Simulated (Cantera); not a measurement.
Cantera run, input and output.

```python
import numpy as np
import cantera as ct

gas = ct.Solution("gri30.yaml")


def delay(T, t_max=10):
    gas.TPX = T, 2100000, {'CO': 1, 'H2': 0.047, 'O2': 0.436, 'N2': 1.88}
    reactor = ct.IdealGasConstPressureReactor(gas, clone=False)
    net = ct.ReactorNet([reactor])
    net.rtol, net.atol = 1e-8, 1e-16
    while net.time < t_max:
        t_old, T_old = net.time, reactor.T
        net.step()
        if reactor.T > T + 400:  # ignition: a rise of 400 K
            return t_old + (T + 400 - T_old) / (reactor.T - T_old) * (net.time - t_old)
    return np.nan


taus = []
for T in [1100, 1200, 1300, 1400, 1500, 1600, 1700, 1800]:
    taus.append(delay(T))
    print(f"T0 = {T:6g} K   tau = {taus[-1]:.4e} s")
```

It prints:

```
T0 =   1100 K   tau = 4.1921e-04 s
T0 =   1200 K   tau = 7.3931e-05 s
T0 =   1300 K   tau = 1.8187e-05 s
T0 =   1400 K   tau = 7.0663e-06 s
T0 =   1500 K   tau = 4.0313e-06 s
T0 =   1600 K   tau = 2.8311e-06 s
T0 =   1700 K   tau = 2.2312e-06 s
T0 =   1800 K   tau = 1.8896e-06 s
```

Detailed kinetics in Cantera: GRI-Mech 3.0 (53 species, 325 reactions). The hydrogen kinetics of GRI-Mech 3.0 are dated; newer H2 mechanisms differ, most at raised pressure. The pressure lies above the range GRI-Mech 3.0 was tuned for (to about 10 atm). Where the delays flatten at high temperature, the 400 K rule measures the pace of heat release, not the induction time.
